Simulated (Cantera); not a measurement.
## SiCl₄ + C₂H₄ + H₂ (silicon carbide growth)

Feed: 1 mol SiCl₄, 0.11 mol C₂H₄, 210 mol H₂, held at 2448 K.

These are equilibrium values from Cantera (NASA tables, ideal gas, pure condensed phases), not measurements of a reactor. Candidate condensed phases: C, C₆H₆, C₇H₈, C₈H₁₈, Si, SiC; 109 gas species. The tables' values for SiCl are old estimates; treat these amounts as uncertain. Gases not in the tables: Si₂H₆ and higher silanes. Kinetics and transport are ignored.

```json
[
 {"P (Pa)": "100", "x H₂": "0.525", "x H": "0.456", "x HCl": "0.00892", "x Cl": "0.00550", "x Si": "0.00352", "x SiH": "2.31e-5"},
 {"P (Pa)": "220", "x H₂": "0.641", "x H": "0.340", "x HCl": "0.0113", "x Cl": "0.00425", "x Si": "0.00377", "x SiH": "4.05e-5"},
 {"P (Pa)": "460", "x H₂": "0.729", "x H": "0.251", "x HCl": "0.0131", "x Cl": "0.00321", "x Si": "0.00394", "x SiH": "6.54e-5"},
 {"P (Pa)": "1000", "x H₂": "0.800", "x H": "0.178", "x HCl": "0.0147", "x Cl": "0.00232", "x Si": "0.00405", "x SiH": "0.000104"},
 {"P (Pa)": "2200", "x H₂": "0.854", "x H": "0.124", "x HCl": "0.0159", "x Cl": "0.00164", "x Si": "0.00406", "x SiH": "0.000159"},
 {"P (Pa)": "4600", "x H₂": "0.890", "x H": "0.0876", "x HCl": "0.0166", "x Cl": "0.00116", "x Si": "0.00398", "x SiH": "0.000231"},
 {"P (Pa)": "10000", "x H₂": "0.917", "x H": "0.0603", "x HCl": "0.0172", "x Cl": "0.000801", "x Si": "0.00377", "x SiH": "0.000327"},
 {"P (Pa)": "22000", "x H₂": "0.936", "x H": "0.0411", "x HCl": "0.0175", "x Cl": "0.000544", "x Si": "0.00341", "x SiH": "0.000443"},
 {"P (Pa)": "46000", "x H₂": "0.949", "x H": "0.0286", "x HCl": "0.0175", "x Cl": "0.000375", "x Si": "0.00293", "x SiH": "0.000554"},
 {"P (Pa)": "100000", "x H₂": "0.958", "x H": "0.0195", "x HCl": "0.0174", "x Cl": "0.000252", "x Si": "0.00231", "x SiH": "0.000649"}
]
```
x: gas mole fraction; nothing condenses.

From 1.00 mbar to 1.00 bar nothing is condensed. The main Si-bearing gas is Si throughout.
